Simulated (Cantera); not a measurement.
**Ignition delay**

Mixture: CO : H2 : O2 : N2 = 1 : 0.064 : 0.38 : 1.43 (molar parts), equivalence ratio 1.4, at 5.00 bar, adiabatic and at constant pressure. Ignition delay is the time to a rise of 400 K.

Cantera simulation using GRI-Mech 3.0 (53 species, 325 reactions); the numbers are that mechanism's predictions, not measurements. The hydrogen kinetics of GRI-Mech 3.0 are dated; newer H2 mechanisms differ, most at raised pressure. Below about 950 K walls govern HO2 and H2O2 in real vessels.

```json
[
 {"T0 (K)": "850", "delay (ms)": "268"},
 {"T0 (K)": "925", "delay (ms)": "23.2"},
 {"T0 (K)": "1000", "delay (ms)": "2.81"},
 {"T0 (K)": "1075", "delay (ms)": "0.391"},
 {"T0 (K)": "1150", "delay (ms)": "0.0785"},
 {"T0 (K)": "1225", "delay (ms)": "0.0330"},
 {"T0 (K)": "1300", "delay (ms)": "0.0200"}
]
```

| Quantity | Result |
|---|---|
| apparent activation energy between 1150 and 1300 K | 110 kJ/mol |
